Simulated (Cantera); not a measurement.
Premixed flame

A freely propagating, adiabatic, planar premixed flame of CH₄ : H₂ : O₂ : N₂ = 1 : 0.26 : 2.63 : 9.99 (molar parts), unburnt at 450 K and 1.38 atm; mixture-averaged transport, grid criteria slope 0.08 and curve 0.16, no radiation.

Cantera simulation using GRI-Mech 3.0 (53 species, 325 reactions); the numbers are that mechanism's predictions, not measurements. Burning velocities carry a grid error of a few per cent, more on coarse grids.

| z (mm) | T (K) | u (m/s) | x CH₄ | x H₂ | x O₂ | x H₂O₂ | x NO | x CO |
|---|---|---|---|---|---|---|---|---|
| -0.942 | 450 | 0.599 | 0.0720 | 0.0185 | 0.190 | 2.34e-8 | <1e-8 | 2.70e-6 |
| -0.628 | 453 | 0.603 | 0.0719 | 0.0182 | 0.189 | 3.36e-7 | <1e-8 | 3.89e-5 |
| -0.471 | 462 | 0.614 | 0.0715 | 0.0177 | 0.189 | 1.55e-6 | <1e-8 | 0.000183 |
| -0.314 | 518 | 0.690 | 0.0685 | 0.0168 | 0.186 | 9.06e-6 | 5.22e-8 | 0.00126 |
| -0.157 | 876 | 1.17 | 0.0494 | 0.0153 | 0.158 | 3.11e-5 | 8.44e-7 | 0.0102 |
| -0.0785 | 1257 | 1.69 | 0.0277 | 0.0144 | 0.122 | 2.06e-5 | 2.12e-6 | 0.0220 |
| 0 | 1623 | 2.20 | 0.00660 | 0.0119 | 0.0801 | 1.66e-6 | 4.20e-6 | 0.0327 |
| 0.0785 | 1781 | 2.40 | 0.000433 | 0.00778 | 0.0566 | 6.55e-7 | 6.74e-6 | 0.0287 |
| 0.157 | 1841 | 2.47 | 1.50e-5 | 0.00594 | 0.0489 | 5.47e-7 | 8.71e-6 | 0.0208 |
| 0.314 | 1914 | 2.56 | 3.87e-8 | 0.00496 | 0.0441 | 4.10e-7 | 1.15e-5 | 0.0128 |
| 0.628 | 1993 | 2.65 | <1e-8 | 0.00360 | 0.0409 | 2.77e-7 | 1.54e-5 | 0.00783 |
| 1.26 | 2057 | 2.73 | <1e-8 | 0.00206 | 0.0388 | 1.80e-7 | 2.07e-5 | 0.00463 |
| 2.51 | 2097 | 2.77 | <1e-8 | 0.00104 | 0.0376 | 1.24e-7 | 2.69e-5 | 0.00240 |
x: mole fraction of selected species; z is measured from the peak of heat release.

```
Property                     Result
------------------------  ---------
laminar burning velocity  59.9 cm/s
thermal thickness          0.314 mm
peak x(H₂O₂)                3.15e-5
peak x(CO)                   0.0331
grid points                     142
```
